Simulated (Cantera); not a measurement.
Mixture: 7.96 % CH4, 0.319 % C2H6, 0.279 % C3H8, 19.2 % O2, 72.2 % N2, equivalence ratio 0.96, at 1.88 atm, adiabatic and at constant volume. Ignition delay is the time to a rise of 400 K.

Model: GRI-Mech 3.0 (53 species, 325 reactions), integrated in Cantera.

### Question
Predict: delay at 1023 K; delay at 1123 K; delay at 1223 K; delay at 1323 K; delay at 1423 K; apparent activation energy between 1323 and 1423 K.

### Answer
| Property | Value |
|---|---|
| delay at 1023 K | 98.3 ms |
| delay at 1123 K | 22.3 ms |
| delay at 1223 K | 5.03 ms |
| delay at 1323 K | 1.23 ms |
| delay at 1423 K | 0.359 ms |
| apparent activation energy between 1323 and 1423 K | 190 kJ/mol |
